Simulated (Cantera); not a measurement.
Feed: 1 mol Pb, 0.15 mol N2, held at 0.00270 bar.

These are equilibrium values from Cantera (NASA tables, ideal gas, pure condensed phases), not measurements of a reactor. Candidate condensed phases: Pb; 4 gas species. Equilibrium is a limit: real reactors are often held back by kinetics, nucleation or transport. All values below are at 1548 K.

Base state: Pb 0.870, N2 0.130, Pb2 2.99e-5 (mole fractions); condensed: gas only.

**Question.** What changes in the equilibrium state with this change: 0.0057 mol HCl added?

**Answer.** 
```csv
species,before,after
Pb,0.870,0.863
N2,0.130,0.130
PbCl,0,0.00452
H2,0,0.00225
HCl,0,0.000410
H,0,2.81e-5
```
Further candidate phases: NH4Cl, PbCl2.
